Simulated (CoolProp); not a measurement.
A closed Brayton cycle with dry air: compressor inlet 310.15 K and 4 MPa, high pressure 13 MPa, turbine inlet 735 K, compressor efficiency 0.85, turbine efficiency 0.93, recuperator effectiveness 0 (on enthalpy, no pinch check). Each further row changes one setting.

The numbers come from the reference Helmholtz-energy equation of state, Lemmon 2000 in CoolProp. It is a pseudo-pure fit of the blend.

```
case                           thermal efficiency (%)  net work (kJ/kg)  compressor to turbine work  compressor exit (K)  turbine exit (K)
-----------------------------  ----------------------  ----------------  --------------------------  -------------------  ----------------
as stated                                        17.9              54.1                        0.73                457.4             547.2
turbine inlet 685 K                              16.1              39.9                        0.79                457.4             508.3
compressor inlet 320.15 K                         ___               ___                        0.76                471.8             547.2
high pressure 11 MPa                             16.4              53.6                         ___                433.4               ___
recuperator effectiveness 0.5                    21.2              54.1                        0.73                457.4             547.2
```

### Question
Some entries are withheld; supply them.

### Answer

- compressor inlet 320.15 K, thermal efficiency (%): 17.1
- compressor inlet 320.15 K, net work (kJ/kg): 49.0
- high pressure 11 MPa, compressor to turbine work: 0.70
- high pressure 11 MPa, turbine exit (K): 570.8
